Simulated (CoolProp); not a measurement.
Properties of fluoroethane (R161) along the isotherm 151.55 °C (Tc = 102.1 °C, pc = 5.010 MPa, ω = 0.216).

The numbers come from the reference Helmholtz-energy equation of state, Wu 2012 in CoolProp.

| p (MPa) | phase | density (kg/m³) | cv (kJ/(kg K)) | Joule-Thomson coefficient (K/MPa) | isothermal compressibility (1/MPa) | expansivity (1/kK) |
|---|---|---|---|---|---|---|
| 0.625 | gas | 8.767 | 1.456 | 7.154 | 1.650 | 2.599 |
| 1.25 | gas | 18.10 | 1.470 | 7.289 | 0.8525 | 2.883 |
| 1.88 | gas | 28.17 | [?] | 7.425 | 0.5878 | 3.218 |
| 2.5 | gas | [?] | [?] | 7.556 | 0.4596 | [?] |
| 3.12 | gas | [?] | [?] | 7.680 | 0.3844 | 4.073 |
| 3.75 | gas | 63.10 | 1.546 | 7.793 | 0.3356 | 4.645 |
| 4.38 | gas | 77.10 | 1.570 | 7.885 | 0.3031 | 5.346 |
| 5 | gas | [?] | 1.597 | 7.946 | 0.2814 | 6.200 |

Q: Fill in the missing entries.

A: 
- 1.88, cv (kJ/(kg K)): 1.487
- 2.5, density (kg/m³): 38.83
- 2.5, cv (kJ/(kg K)): 1.504
- 2.5, expansivity (1/kK): 3.608
- 3.12, density (kg/m³): 50.35
- 3.12, cv (kJ/(kg K)): 1.524
- 5, density (kg/m³): 92.38
